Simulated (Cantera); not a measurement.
Input (Python, Cantera):

```python
import numpy as np
import cantera as ct

gas = ct.Solution("gri30.yaml")


def delay(T, t_max=10):
    gas.TPX = T, 210000, {'CH4': 1, 'O2': 3.12, 'N2': 11.8}
    reactor = ct.IdealGasReactor(gas, clone=False)
    net = ct.ReactorNet([reactor])
    net.rtol, net.atol = 1e-8, 1e-16
    while net.time < t_max:
        t_old, T_old = net.time, reactor.T
        net.step()
        if reactor.T > T + 400:  # ignition: a rise of 400 K
            return t_old + (T + 400 - T_old) / (reactor.T - T_old) * (net.time - t_old)
    return np.nan


taus = []
for T in [1225, 1325, 1425, 1525, 1625, 1725, 1825]:
    taus.append(delay(T))
    print(f"T0 = {T:6g} K   tau = {taus[-1]:.4e} s")
```

It prints:

```
T0 =   1225 K   tau = 1.2926e-02 s
T0 =   1325 K   tau = 3.6137e-03 s
T0 =   1425 K   tau = 1.1557e-03 s
T0 =   1525 K   tau = 4.2464e-04 s
T0 =   1625 K   tau = 1.7958e-04 s
T0 =   1725 K   tau = 8.6117e-05 s
T0 =   1825 K   tau = 4.5708e-05 s
```

Cantera simulation using GRI-Mech 3.0 (53 species, 325 reactions); the numbers are that mechanism's predictions, not measurements.
